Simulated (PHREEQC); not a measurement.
## Alkaline etch or developer: speciation

Solution (25 °C): 0.16 mol/kgw NH3 and 5.2e-07 mol/kgw H4SiO4. Closed to the air; pH follows from the charge balance.

Computed with PHREEQC (ion-association model, phreeqc.dat).

No solid was allowed to form.

Q: Estimate the pH.

A: pH 11.22.

Q: In which forms is Si present?

A: H3SiO4- 95 %, H4SiO4 3.7 %, H2SiO4-2 1.2 % of the Si.
